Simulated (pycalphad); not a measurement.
Freezing of Si-Al alloys with rising Al

Source of the numbers: pycalphad with the COST 507 light-alloy database (1999); pressure 1 atm. These are 1990s assessments: newer ones move some temperatures and phases. Amounts are mole fractions of atoms.

Scheil-Gulliver runs (no diffusion in the solid, steps of 4 K) beside full equilibrium.

```json
[
 {"alloy": "Si-19.23Al (at.%)", "liquidus (°C)": "1313", "Scheil, half solid (°C)": "1172", "Scheil, 80 % solid (°C)": "at the invariant end", "Scheil, invariant end (°C)": "577", "liquid left at that end": "0.22", "equilibrium solidus (°C)": "577"},
 {"alloy": "Si-57.67Al (at.%)", "liquidus (°C)": "[?]", "Scheil, half solid (°C)": "at the invariant end", "Scheil, 80 % solid (°C)": "at the invariant end", "Scheil, invariant end (°C)": "577", "liquid left at that end": "[?]", "equilibrium solidus (°C)": "577"},
 {"alloy": "Si-76.9Al (at.%)", "liquidus (°C)": "741", "Scheil, half solid (°C)": "at the invariant end", "Scheil, 80 % solid (°C)": "at the invariant end", "Scheil, invariant end (°C)": "577", "liquid left at that end": "0.87", "equilibrium solidus (°C)": "577"}
]
```

Some entries are withheld; supply them.


- Si-57.67Al (at.%), liquidus (°C): 980
- Si-57.67Al (at.%), liquid left at that end: 0.66
